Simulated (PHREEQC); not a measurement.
Dissolve 2.2 mmol/kgw MgSO4, 10 mmol/kgw KCl and 13 mmol/kgw KBr at 25 °C and 50 atm. Closed to the air; pH follows from the charge balance.

All values are PHREEQC results (ion-association model, phreeqc.dat), not measurements.

| quantity | before | after |
|---|---|---|
| ionic strength (mol/kgw) | 0.0306 | 0.0296 |
| Mg+2 (mol/kgw) | 0.00197 | 0.00176 |
| SO4-2 (mol/kgw) | 0.00182 | 0.00153 |
| MgSO4 (mol/kgw) | 0.000233 | 0.000438 |
| KSO4- (mol/kgw) | 0.000149 | 0.000236 |
| MgOH+ (mol/kgw) | 3.84e-8 | 2.72e-7 |

Task: Which change was made?
A. KBr from 0.013 to 0.0026 mol/kgw
B. temperature from 25 to 80 °C
C. KCl from 0.01 to 0.009 mol/kgw
D. KCl left out
E. temperature from 25 to 70 °C

Result: E, temperature from 25 to 70 °C

No solid was allowed to form. Under pressure, the constants of complexes without a molar volume in the database are unreliable. At this temperature some constants are extrapolated from 25 °C, and those without enthalpy data are left unchanged.
